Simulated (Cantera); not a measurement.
A perfectly stirred reactor is fed with 85.5 % NH3, 14.5 % N2, at 0.690 bar; it is held at 1475 K, and followed from long to short residence time.

Computed with Cantera and the gas-phase N/H chemistry of the illustrative SiF4/NH3 mechanism in the Surface Chemkin manual (1991). Walls and surfaces, which speed up NH3 decomposition in real reactors, are not modelled.

### Question
Predict: x(NH3) at τ = 16.0 s; x(NH) at τ = 16.0 s; x(N2H2) at τ = 16.0 s; x(H) at τ = 16.0 s; x(NH2) at τ = 16.0 s; x(NH3) at τ = 0.170 s; x(NH) at τ = 0.170 s; x(N2H2) at τ = 0.170 s; x(H) at τ = 0.170 s; x(NH2) at τ = 0.170 s.

### Answer
| Item | Value |
|---|---|
| x(NH3) at τ = 16.0 s | 0.683 |
| x(NH) at τ = 16.0 s | 5.45e-8 |
| x(N2H2) at τ = 16.0 s | 1.79e-7 |
| x(H) at τ = 16.0 s | 2.69e-6 |
| x(NH2) at τ = 16.0 s | 2.85e-5 |
| x(NH3) at τ = 0.170 s | 0.852 |
| x(NH) at τ = 0.170 s | 4.70e-8 |
| x(N2H2) at τ = 0.170 s | 3.07e-7 |
| x(H) at τ = 0.170 s | 4.56e-8 |
| x(NH2) at τ = 0.170 s | 3.57e-5 |
